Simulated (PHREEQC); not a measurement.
Dissolve 1.1 mmol/kgw HF, 0.59 mmol/kgw H2SiF6 and 0.4 mmol/kgw H2SO4 at 20 °C. Closed to the air; pH follows from the charge balance.

Computed with PHREEQC (ion-association model, phreeqc.dat).

```json
[
 {"quantity": "pH", "before": "2.69", "after": "2.67"},
 {"quantity": "ionic strength (mol/kgw)", "before": "0.00291", "after": "0.00313"},
 {"quantity": "HF (mol/kgw)", "before": "0.00163", "after": "0.00116"},
 {"quantity": "F- (mol/kgw)", "before": "0.000616", "after": "0.000536"},
 {"quantity": "SiF6-2 (mol/kgw)", "before": "0.000397", "after": "0.000491"},
 {"quantity": "SO4-2 (mol/kgw)", "before": "0.000348", "after": "0.000358"},
 {"quantity": "SI of Chalcedony (SiO2)", "before": "-0.10", "after": "-0.20"}
]
```

Task: Name the change that produced these shifts.
(A) temperature from 20 to 5 °C
(B) HF from 0.0011 to 0.00022 mol/kgw
(C) HF from 0.0011 to 0.00011 mol/kgw
(D) temperature from 20 to 75 °C

Result: A, temperature from 20 to 5 °C

Precipitation was switched off in this run. Some of these states are supersaturated (in Quartz (slow to form), for instance). Away from 25 °C the constants follow the database's enthalpies or fits; those with neither stay at their 25 °C values. SiF6-2 is the database's only silicon fluoride.
